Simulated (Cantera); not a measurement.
Mixture: CH₄ : H₂ : O₂ : N₂ : H₂O = 1 : 0.45 : 3.48 : 13.1 : 0.89 (molar parts), at 1.48 atm, adiabatic and at constant pressure. Ignition delay is the time to a rise of 400 K.

Cantera simulation using GRI-Mech 3.0 (53 species, 325 reactions); the numbers are that mechanism's predictions, not measurements.

**Question.** Predict: delay at 1175 K; delay at 1250 K; delay at 1325 K; delay at 1400 K; delay at 1475 K; delay at 1550 K; apparent activation energy between 1400 and 1550 K.

**Answer.** 
```json
{
 "delay at 1175 K": "2.17 ms",
 "delay at 1250 K": "1.14 ms",
 "delay at 1325 K": "0.623 ms",
 "delay at 1400 K": "0.357 ms",
 "delay at 1475 K": "0.214 ms",
 "delay at 1550 K": "0.134 ms",
 "apparent activation energy between 1400 and 1550 K": "120 kJ/mol"
}
```
